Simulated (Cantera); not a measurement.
Input: 1 mol C6H6, 0.1 mol H2O, 1 mol H2, equilibrated at 27.0 bar.

Method: chemical equilibrium by Gibbs-energy minimisation in Cantera with the NASA 1993 tables (ideal gas, pure condensed phases). Candidate condensed phases: C, C6H6, C7H8, C8H18, H2O; 110 gas species. Equilibrium is a limit: real reactors are often held back by kinetics, nucleation or transport.

Q: What share of the C ends up in condensed phases as a function of T (°C), at 375, 475, 575, 675, 775, 875, 975, 1075, 1175, 1275, 1375, 1475, 1575, 1675?

A: 
```csv
T (°C),C condensed (%),as
375,67.3,C(graphite)
475,68.4,C(graphite)
575,70.6,C(graphite)
675,74.1,C(graphite)
775,78.6,C(graphite)
875,83.4,C(graphite)
975,87.8,C(graphite)
1075,91.3,C(graphite)
1175,93.7,C(graphite)
1275,95.2,C(graphite)
1375,96.2,C(graphite)
1475,96.8,C(graphite)
1575,97.2,C(graphite)
1675,97.4,C(graphite)
```
